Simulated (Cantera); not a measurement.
## N2O furnace oxynitridation

An isothermal, constant-pressure homogeneous reactor starts with 98.8 % N2O, 1.19 % H2O, at 1275 K and 0.987 atm.

Model: GRI-Mech 3.0 (53 species, 325 reactions), integrated in Cantera. GRI-Mech 3.0 was tuned for natural gas; its chemistry of N2O as a main component is partial and can be far from experiment. The mechanism lacks the step 2 NO + O2 → 2 NO2, which can matter for NO2 below about 1400 K. The temperature is held fixed by assumption; the heat of reaction is taken as removed at once.

```tsv
t (s)	x N2O	x H2O	x HO2	x OH	x NO	x O2
9.00e-5	0.988	0.0119	4.62e-7	2.37e-6	2.67e-5	8.40e-5
0.000380	0.987	0.0118	3.83e-6	6.75e-6	0.000116	0.000370
0.00160	0.983	0.0118	4.15e-6	1.32e-5	0.000458	0.00159
0.00675	0.965	0.0118	2.20e-6	1.79e-5	0.00182	0.00666
0.0285	0.896	0.0115	9.01e-7	2.15e-5	0.00732	0.0268
0.120	0.673	0.0106	2.80e-7	2.19e-5	0.0249	0.0926
0.506	0.262	0.00897	8.61e-8	1.70e-5	0.0531	0.216
2.13	0.0208	0.00802	2.39e-8	6.61e-6	0.0612	0.293
9.00	6.83e-6	0.00794	1.08e-8	2.42e-6	0.0607	0.300
```
x: mole fraction; the columns are a selection and need not sum to one.

Equilibrium at this temperature and pressure: N2O 2.38e-8, H2O 0.00794, HO2 1.16e-8, OH 2.47e-6, NO 0.000387, O2 0.330 (gas phase only).
